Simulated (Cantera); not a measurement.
Input: 1 mol SiCl4, 9 mol O3, 160 mol N2, held at 1123.15 K and 13.0 Pa.

Equilibrium computed with Cantera from the NASA thermochemical tables; the gas is ideal and each condensed phase is pure. The numbers say what is thermodynamically allowed, not how fast it happens.

```json
[
 {"species": "N2", "before": "0.911", "after": "0.906"},
 {"species": "O2", "before": "0.0711", "after": "0.0703"},
 {"species": "Cl", "before": "0.0126", "after": "0.0226"},
 {"species": "Cl2", "before": "0.00510", "after": "1.40e-5"},
 {"species": "O", "before": "1.03e-7", "after": "0.000132"},
 {"species": "NO", "before": "6.54e-5", "after": "0.000856"},
 {"species": "SiO2(β-quartz), mol", "before": "1.00", "after": "1.000"}
]
```
Gas species are given as mole fractions.

Task: What was changed between the two runs?
A) temperature from 1123.15 K to 1525 K
B) N2 from 160 to 34 mol
C) O3 from 9 to 1.7 mol
D) pressure from 13.0 Pa to 3.60 mbar

Result: A, temperature from 1123.15 K to 1525 K. The tables hold silica as quartz up to 1696 K and as liquid above; real silica turns to tridymite and cristobalite and melts near 1996 K
